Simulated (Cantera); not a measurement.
# Thermodynamics of abatement and gas-phase synthesis, feed NH3 + SO2 + N2 + H2O

Feed: 1 mol NH3, 0.0093 mol SO2, 2.2 mol N2, 1.9 mol H2O, held at 1.33 mbar.

Cantera equilibrium calculation (NASA polynomials, part measured and part estimated; ideal gas, pure solids and liquids). Candidate condensed phases: H2O, H2SO4, S; 35 gas species. Rates play no part.

```json
[
 {"T (K)": "2323", "log p H": "-3.76", "log p N2": "-3.28", "log p H2O": "-3.51", "log p H2": "-3.59", "log p O": "-4.80", "log p OH": "-4.46", "log p O2": "-5.10"},
 {"T (K)": "2473", "log p H": "-3.48", "log p N2": "-3.33", "log p H2O": "-3.74", "log p H2": "-3.66", "log p O": "-4.26", "log p OH": "-4.26", "log p O2": "-4.73"},
 {"T (K)": "2623", "log p H": "-3.28", "log p N2": "-3.40", "log p H2O": "-4.18", "log p H2": "-3.82", "log p O": "-3.93", "log p OH": "-4.27", "log p O2": "-4.69"},
 {"T (K)": "2773", "log p H": "-3.18", "log p N2": "-3.46", "log p H2O": "-4.84", "log p H2": "-4.10", "log p O": "-3.76", "log p OH": "-4.48", "log p O2": "-4.91"},
 {"T (K)": "2923", "log p H": "-3.13", "log p N2": "-3.48", "log p H2O": "-5.62", "log p H2": "-4.45", "log p O": "-3.70", "log p OH": "-4.81", "log p O2": "-5.27"},
 {"T (K)": "3073", "log p H": "-3.11", "log p N2": "-3.50", "log p H2O": "-6.40", "log p H2": "-4.81", "log p O": "-3.67", "log p OH": "-5.15", "log p O2": "-5.66"},
 {"T (K)": "3223", "log p H": "-3.11", "log p N2": "-3.50", "log p H2O": "-7.14", "log p H2": "-5.16", "log p O": "-3.66", "log p OH": "-5.49", "log p O2": "-6.05"}
]
```
log p: log10 of the partial pressure in bar; nothing condenses.

From 2323 K to 3223 K nothing is condensed.
